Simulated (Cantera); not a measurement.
A closed system holds: 1 mol B₂O₃, 0.34 mol N₂, 5.9 mol O₂, equilibrated at 1000 Pa.

Cantera equilibrium calculation (NASA polynomials, part measured and part estimated; ideal gas, pure solids and liquids). Candidate condensed phases: B, BN, B₂O₃; 17 gas species. Equilibrium is a limit: real reactors are often held back by kinetics, nucleation or transport.

### Question
At 1625 K, list the 5 most abundant gas species with their mole fractions, and the condensed phases.

### Answer
O₂ 0.921, N₂ 0.0526, B₂O₃ 0.0227, BO₂ 0.00254, NO 0.00116. Condensed: B₂O₃(l).
